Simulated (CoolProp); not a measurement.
Vapour-liquid equilibrium of R125 (1) + propylene (2) at -24.45 °C; x and y are mole fractions of (1).

The numbers come from the multi-fluid Helmholtz-energy mixture model, Lemmon 2005 and Lemmon 2013; pair parameters Bell 2016 in CoolProp.

### Question
Give the bubble pressure and the first vapour's composition at x = 0.2, 0.5, 0.8. Is there an azeotrope?

### Answer
x = 0.2: 0.3319 MPa, y = 0.331; x = 0.5: 0.3584 MPa, y = 0.517; x = 0.8: 0.3409 MPa, y = 0.706. y crosses x between x = 0.5 and 0.65: the model has an azeotrope there.

The pair parameters rest on a limited set of measurements; away from them the model extrapolates.
